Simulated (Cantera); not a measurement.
Input: 1 mol SiO2, 0.49 mol CH4, 0.13 mol H2, held at 1002 °C and 0.825 Torr.

Equilibrium computed with Cantera from the NASA thermochemical tables; the gas is ideal and each condensed phase is pure. Candidate condensed phases: C, C6H6, C7H8, C8H18, H2O, Si, SiC, SiO2; 123 gas species. Mutual solubility and eutectic melting of coexisting phases are not modelled. The tables hold silica as quartz up to 1696 K and as liquid above; real silica turns to tridymite and cristobalite and melts near 1996 K. Equilibrium is a limit: real reactors are often held back by kinetics, nucleation or transport.

Base state: H2 0.772, CO 0.227, SiO 0.000206, H 1.95e-5 (mole fractions); condensed: SiC(s) + SiO2(β-quartz).

Task: What changes in the equilibrium state with this change: SiO2 replaced by MgO?

Result: 
```csv
species,before,after
H2,0.772,0.983
CO,0.227,0.00855
Mg,0,0.00855
SiO,0.000206,0
H,1.95e-5,2.20e-5
"SiC(s), mol",0.163,0
"SiO2(β-quartz), mol",0.836,0
"C(graphite), mol",0,0.480
"MgO(s), mol",0,0.990
```
Further candidate phases: Mg, MgCO3, MgO, Mg(OH)2.
